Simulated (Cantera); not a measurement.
A perfectly stirred reactor is fed with 1.85 % CH3OH, 0.943 % O2, 97.2 % N2, equivalence ratio 2.9, at 91000 Pa; it is held at 1475 K, and followed from long to short residence time.

Model: GRI-Mech 3.0 (53 species, 325 reactions), integrated in Cantera. GRI-Mech 3.0 was tuned for natural gas; its chemistry of methanol as a main component is partial and can be far from experiment.

### Question
Predict: x(CH3OH) at τ = 4.00 s; x(O2) at τ = 4.00 s; x(CH2CO) at τ = 4.00 s; x(HCN) at τ = 4.00 s; x(OH) at τ = 4.00 s; x(CH3OH) at τ = 23.0 ms; x(O2) at τ = 23.0 ms; x(CH2CO) at τ = 23.0 ms; x(HCN) at τ = 23.0 ms; x(OH) at τ = 23.0 ms.

### Answer
```json
{
 "x(CH3OH) at τ = 4.00 s": "5.59e-7",
 "x(O2) at τ = 4.00 s": "8.39e-6",
 "x(CH2CO) at τ = 4.00 s": "6.02e-9",
 "x(HCN) at τ = 4.00 s": "8.56e-7",
 "x(OH) at τ = 4.00 s": "1.08e-6",
 "x(CH3OH) at τ = 23.0 ms": "1.92e-5",
 "x(O2) at τ = 23.0 ms": "0.000266",
 "x(CH2CO) at τ = 23.0 ms": "1.55e-7",
 "x(HCN) at τ = 23.0 ms": "5.88e-6",
 "x(OH) at τ = 23.0 ms": "6.85e-6"
}
```
